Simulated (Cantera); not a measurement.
# Moist CO burnout

An isothermal, constant-pressure homogeneous reactor starts with CO : O2 : H2O : N2 = 0.0054 : 0.098 : 0.0041 : 1 (molar parts), equivalence ratio 0.028, at 1200 K and 7.20 atm.

Detailed kinetics in Cantera: GRI-Mech 3.0 (53 species, 325 reactions).

```json
[
 {"t (s)": "0.000100", "x CO": "0.00488", "x O2": "0.0885", "x H2O": "0.00370", "x H": "6.13e-11", "x H2": "1.30e-11"},
 {"t (s)": "0.000214", "x CO": "0.00488", "x O2": "0.0885", "x H2O": "0.00370", "x H": "1.67e-10", "x H2": "7.63e-11"},
 {"t (s)": "0.000459", "x CO": "0.00488", "x O2": "0.0885", "x H2O": "0.00370", "x H": "5.72e-10", "x H2": "5.06e-10"},
 {"t (s)": "0.000983", "x CO": "0.00487", "x O2": "0.0885", "x H2O": "0.00370", "x H": "3.90e-9", "x H2": "6.27e-9"},
 {"t (s)": "0.00211", "x CO": "0.00480", "x O2": "0.0884", "x H2O": "0.00370", "x H": "3.41e-8", "x H2": "2.80e-7"},
 {"t (s)": "0.00451", "x CO": "0.00448", "x O2": "0.0883", "x H2O": "0.00370", "x H": "3.63e-8", "x H2": "1.25e-6"},
 {"t (s)": "0.00966", "x CO": "0.00388", "x O2": "0.0880", "x H2O": "0.00370", "x H": "3.10e-8", "x H2": "1.76e-6"},
 {"t (s)": "0.0207", "x CO": "0.00290", "x O2": "0.0876", "x H2O": "0.00370", "x H": "2.21e-8", "x H2": "1.42e-6"},
 {"t (s)": "0.0443", "x CO": "0.00166", "x O2": "0.0870", "x H2O": "0.00370", "x H": "1.15e-8", "x H2": "7.61e-7"},
 {"t (s)": "0.0950", "x CO": "0.000633", "x O2": "0.0865", "x H2O": "0.00371", "x H": "3.66e-9", "x H2": "2.51e-7"},
 {"t (s)": "0.203", "x CO": "0.000141", "x O2": "0.0863", "x H2O": "0.00371", "x H": "6.51e-10", "x H2": "4.79e-8"},
 {"t (s)": "0.436", "x CO": "1.40e-5", "x O2": "0.0863", "x H2O": "0.00371", "x H": "5.79e-11", "x H2": "4.62e-9"},
 {"t (s)": "0.934", "x CO": "2.24e-7", "x O2": "0.0863", "x H2O": "0.00371", "x H": "1.75e-12", "x H2": "1.47e-10"},
 {"t (s)": "2.00", "x CO": "2.70e-10", "x O2": "0.0863", "x H2O": "0.00371", "x H": "<1e-12", "x H2": "6.19e-11"}
]
```
x: mole fraction; the columns are a selection and need not sum to one.

Equilibrium at this temperature and pressure: CO 1.08e-10, O2 0.0862, H2O 0.00371, H <1e-12, H2 5.98e-11 (gas phase only).
